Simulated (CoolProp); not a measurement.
Vapour-liquid equilibrium of m-xylene (1) + n-decane (2) at 172.45 °C; x and y are mole fractions of (1).

Computed with CoolProp (multi-fluid Helmholtz-energy mixture model, Zhou 2012 and Lemmon 2006; pair parameters Bell 2016).

Question: Give the bubble pressure and the first vapour's composition at x = 0.05, 0.8, 0.95. Is there an azeotrope?

Answer: x = 0.05: 0.1042 MPa, y = 0.110; x = 0.8: 0.2030 MPa, y = 0.896; x = 0.95: 0.2230 MPa, y = 0.976. No azeotrope shows between x = 0.05 and 0.95.

The pair parameters rest on a limited set of measurements; away from them the model extrapolates.
